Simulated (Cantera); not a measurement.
Input: 1 mol borazine, 190 mol H2, 0.38 mol O2, at 600 °C and 20.0 Pa.

Method: chemical equilibrium by Gibbs-energy minimisation in Cantera with the NASA 1993 tables (ideal gas, pure condensed phases). Candidate condensed phases: B, BN, B2O3, B3O3H3, H2O; 39 gas species. The feed counts by its element totals alone. Equilibrium is a limit: real reactors are often held back by kinetics, nucleation or transport.

Base state: H2 0.999, N2 0.00129, H2O 6.39e-5 (mole fractions); condensed: BN(s) + B2O3(l).

Question: What changes in the equilibrium state with this change: borazine replaced by B2O3?

Answer: 
| species | before | after |
|---|---|---|
| H2 | 0.999 | 0.996 |
| H2O | 6.39e-5 | 0.00400 |
| N2 | 0.00129 | 0 |
| BN(s), mol | 2.50 | 0 |
| B2O3(l), mol | 0.249 | 0.999 |
